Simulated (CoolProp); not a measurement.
Saturated liquid density (kg/m³) of normal hydrogen: the reference equation beside estimates from Tc = -240.0 °C, pc = 1.296 MPa, ω = -0.219. Rackett uses Z = 0.29056 − 0.08775 ω.

Computed with CoolProp (reference Helmholtz-energy equation of state, Leachman 2009).

```json
[
 {"T (°C)": "-247.25", "reference": "63.25", "Rackett": "65.39", "van der Waals": "49.94", "Redlich-Kwong": "70.99", "Peng-Robinson": "73.76"},
 {"T (°C)": "-246.25", "reference": "61.49", "Rackett": "63.36", "van der Waals": "48.18", "Redlich-Kwong": "67.81", "Peng-Robinson": "70.48"},
 {"T (°C)": "-245.35", "reference": "59.75", "Rackett": "61.38", "van der Waals": "46.46", "Redlich-Kwong": "64.70", "Peng-Robinson": "67.29"},
 {"T (°C)": "-244.35", "reference": "57.59", "Rackett": "58.98", "van der Waals": "44.35", "Redlich-Kwong": "60.92", "Peng-Robinson": "63.43"},
 {"T (°C)": "-243.45", "reference": "55.36", "Rackett": "56.55", "van der Waals": "42.24", "Redlich-Kwong": "57.13", "Peng-Robinson": "59.58"},
 {"T (°C)": "-242.45", "reference": "52.41", "Rackett": "53.40", "van der Waals": "39.52", "Redlich-Kwong": "52.30", "Peng-Robinson": "54.70"},
 {"T (°C)": "-241.45", "reference": "48.56", "Rackett": "49.41", "van der Waals": "36.17", "Redlich-Kwong": "46.44", "Peng-Robinson": "48.80"},
 {"T (°C)": "-240.55", "reference": "43.10", "Rackett": "43.98", "van der Waals": "31.91", "Redlich-Kwong": "39.17", "Peng-Robinson": "41.51"}
]
```

Absolute difference from the reference over all 8 rows, mean and median: Rackett 2.4 and 2.3 %, van der Waals 23.5 and 23.3 %, Redlich-Kwong 6.7 and 7.0 %, Peng-Robinson 8.8 and 8.9 %.
